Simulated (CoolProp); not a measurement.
CH3F (R41) at 293.15 K and 1.66 MPa is throttled through a valve to 1.06 MPa with no heat exchange. Each further row changes one setting.

Computed with CoolProp (reference Helmholtz-energy equation of state, Lemmon 2006). It is a short technical equation, of lower accuracy than the large ones.

| case | temperature change (K) | final density (kg/m³) |
|---|---|---|
| as stated | -11.5 | 17.4 |
| outlet pressure 0.318 MPa | -28.3 | 5.12 |
| outlet pressure 1.38 MPa | -5.2 | 22.8 |
